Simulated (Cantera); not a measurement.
Input: 1 mol SiHCl3, 0.62 mol N2, 0.71 mol NH3, at 1025 K and 0.910 bar.

Equilibrium computed with Cantera from the NASA thermochemical tables; the gas is ideal and each condensed phase is pure. Candidate condensed phases: NH4Cl, Si, Si3N4; 28 gas species. The tables' values for SiCl3 are old estimates; treat these amounts as uncertain. The numbers say what is thermodynamically allowed, not how fast it happens.

**Question.** What is the equilibrium state?

**Answer.** 
| Item | Value |
|---|---|
| x(HCl) | 0.360 |
| x(H2) | 0.306 |
| x(N2) | 0.191 |
| x(SiCl4) | 0.142 |
| x(SiHCl3) | 0.00104 |
| x(SiCl3) | 4.69e-5 |
| x(NH3) | 3.33e-5 |
| n(Si3N4(s)) | 0.179 mol |
| gas amount | 3.219 mol |
| log10 activity of Si(s) (absent) | -6.37 |
